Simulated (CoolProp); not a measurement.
Methanol at 470.24 K and 12.5 MPa flows at 8.2 m/s in a round tube of 12.7 mm bore and 15 µm roughness, fully developed (64/Re and Nu = 3.66 if laminar; Colebrook and Gnielinski if turbulent). Each further row changes one setting.

Computed with CoolProp (reference Helmholtz-energy equation of state, de Reuck 1993).

```
case               Reynolds number  Darcy friction factor  pressure drop (Pa/m)  heat-transfer coefficient (W/(m² K))  mass flow (kg/h)
-----------------  ---------------  ---------------------  --------------------  ------------------------------------  ----------------
as stated                   610000                 0.0209                 33100                                 35800              2240
velocity 16.4 m/s          1220000                 0.0207                131000                                 71100              4480
diameter 25.4 mm           1220000                 0.0177                 14000                                 31300              8960
```

Viscosity comes from a separate model (Xiang 2006). Thermal conductivity comes from a separate model (Sykioti 2013).
